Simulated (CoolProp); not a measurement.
Ethylene along the isobar 3.47 MPa: Z from the reference equation and from simpler models built on Tc = 9.2 °C, pc = 5.042 MPa, ω = 0.087; each cubic takes its own stable root.

Values from CoolProp's reference Helmholtz-energy equation of state, Smukala 2000.

| T (°C) | phase | reference | van der Waals | Redlich-Kwong | Soave-Redlich-Kwong |
|---|---|---|---|---|---|
| -48.25 | liquid | 0.1076 | 0.1627 | 0.1154 | 0.1142 |
| -32.15 | liquid | 0.1078 | 0.1640 | 0.1184 | 0.1168 |
| -16.15 | liquid | 0.1116 | 0.1742 | 0.1276 | 0.1256 |
| -0.05 | gas | 0.6518 | 0.7036 | 0.6599 | 0.6570 |
| 16.05 | gas | 0.7378 | 0.7601 | 0.7374 | 0.7389 |
| 32.15 | gas | 0.7916 | 0.8000 | 0.7883 | 0.7922 |
| 48.25 | gas | 0.8298 | 0.8302 | 0.8253 | 0.8310 |
| 64.25 | gas | 0.8586 | 0.8540 | 0.8535 | 0.8604 |
| 80.35 | gas | 0.8814 | 0.8733 | 0.8759 | 0.8838 |
| 96.45 | gas | 0.8996 | 0.8893 | 0.8940 | 0.9028 |
| 112.55 | gas | 0.9146 | 0.9026 | 0.9088 | 0.9183 |
| 128.65 | gas | 0.9270 | 0.9140 | 0.9212 | 0.9311 |
| 144.65 | gas | 0.9374 | 0.9236 | 0.9316 | 0.9419 |
| 160.75 | gas | 0.9462 | 0.9320 | 0.9404 | 0.9510 |
| 176.85 | gas | 0.9538 | 0.9393 | 0.9480 | 0.9588 |
